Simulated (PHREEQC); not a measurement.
Brine

Solution (35 °C): 1.8 mol/kgw KCl, 0.034 mol/kgw SrCl2 and 0.055 mol/kgw KBr. Closed to the air; pH follows from the charge balance.

The numbers come from PHREEQC with the Pitzer model, pitzer.dat.

No solid was allowed to form.

### Question
Predict the activity of water, density.

### Answer
activity of water 0.939; density 1.078 g/cm³.

Complexes and solids missing from the database can't appear.
